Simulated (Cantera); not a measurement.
An adiabatic, constant-volume homogeneous reactor starts with CH4 : O2 : N2 : CO2 = 1 : 5.56 : 20.9 : 0.19 (molar parts), at 1498 K and 1.40 bar.

Detailed kinetics in Cantera: GRI-Mech 3.0 (53 species, 325 reactions).

Task: Predict: time of steepest temperature rise; temperature at 4.00 s; equilibrium temperature; x(O2) at 4.00 s; x(O) at 4.00 s; x(H2) at 4.00 s.

Result: 
- time of steepest temperature rise: 0.651 ms
- temperature at 4.00 s: 2370 K
- equilibrium temperature: 2370 K
- x(O2) at 4.00 s: 0.120 (gas-phase equilibrium 0.120)
- x(O) at 4.00 s: 0.00173 (gas-phase equilibrium 0.00173)
- x(H2) at 4.00 s: 0.000410 (gas-phase equilibrium 0.000410)
